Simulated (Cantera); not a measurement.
Cantera run, input and output.

```python
import numpy as np
import cantera as ct

gas = ct.Solution("SiF4_NH3_mec.yaml", "gas")
gas.TPX = 2150, 2666, {'NH3': 1, 'N2': 16}
reactor = ct.IdealGasConstPressureReactor(gas, energy="off", clone=False)
net = ct.ReactorNet([reactor])
net.rtol, net.atol = 1e-08, 1e-18
show = ['NH3', 'H2', 'N2H4', 'N2', 'N2H2']
times = np.geomspace(0.0002, 2, 15)

steps = ct.SolutionArray(gas, extra=["t"])
rows = []
print(f"{'t/s':>10s}{'T/K':>9s}{'P/Pa':>11s}" + "".join(f"{s:>11s}" for s in show))
for t in times:
    while net.time < t:
        t_next = net.step()
        steps.append(gas.state, t=t_next)
    rows.append([np.interp(t, steps.t, y) for y in (steps.T, steps.P, *steps(*show).X.T)])
    print(f"{t:10.3e}{rows[-1][0]:9.1f}{rows[-1][1]:11.4g}" + "".join(f"{x:11.3e}" for x in rows[-1][2:]))
rate = np.gradient(steps.T, steps.t)
print("integrator steps:", len(steps.t))
if steps.T.max() > steps.T[0] + 200:
    print(f"time of steepest temperature rise: {steps.t[rate.argmax()]:.4e} s")
gas.TPX = 2150, 2666, {'NH3': 1, 'N2': 16}
gas.equilibrate("TP")
print(f"equilibrium (TP): T = {gas.T:.1f} K  " + "  ".join(f"{s} {gas[s].X[0]:.3e}" for s in show))
```

Result:

```
       t/s      T/K       P/Pa        NH3         H2       N2H4         N2       N2H2
 2.000e-04   2150.0       2666  5.879e-02  1.359e-05  3.245e-12  9.412e-01  5.339e-10
 3.861e-04   2150.0       2666  5.876e-02  2.777e-05  1.278e-11  9.411e-01  2.362e-09
 7.455e-04   2150.0       2666  5.871e-02  5.566e-05  4.856e-11  9.411e-01  1.062e-08
 1.439e-03   2150.0       2666  5.860e-02  1.143e-04  1.795e-10  9.411e-01  4.915e-08
 2.779e-03   2150.0       2666  5.836e-02  2.684e-04  6.368e-10  9.410e-01  2.094e-07
 5.365e-03   2150.0       2666  5.776e-02  8.401e-04  1.871e-09  9.407e-01  7.151e-07
 1.036e-02   2150.0       2666  5.612e-02  2.999e-03  2.829e-09  9.400e-01  1.371e-06
 2.000e-02   2150.0       2666  5.262e-02  8.059e-03  2.035e-09  9.385e-01  1.310e-06
 3.861e-02   2150.0       2666  4.664e-02  1.668e-02  1.235e-09  9.360e-01  1.031e-06
 7.455e-02   2150.0       2666  3.743e-02  2.983e-02  6.948e-10  9.322e-01  7.278e-07
 1.439e-01   2150.0       2666  2.528e-02  4.713e-02  3.287e-10  9.271e-01  4.244e-07
 2.779e-01   2150.0       2666  1.277e-02  6.492e-02  1.085e-10  9.218e-01  1.769e-07
 5.365e-01   2150.0       2666  4.030e-03  7.732e-02  1.897e-11  9.181e-01  4.268e-08
 1.036e+00   2150.0       2666  5.513e-04  8.210e-02  1.055e-12  9.165e-01  4.052e-09
 2.000e+00   2150.0       2666  1.791e-05  8.229e-02  6.162e-15  9.158e-01  5.228e-11
integrator steps: 1292
equilibrium (TP): T = 2150.0 K  NH3 9.071e-09  H2 7.937e-02  N2H4 2.605e-20  N2 9.133e-01  N2H2 1.390e-14
```

Computed with Cantera and the gas-phase N/H chemistry of the illustrative SiF4/NH3 mechanism in the Surface Chemkin manual (1991). Walls and surfaces, which speed up NH3 decomposition in real reactors, are not modelled.
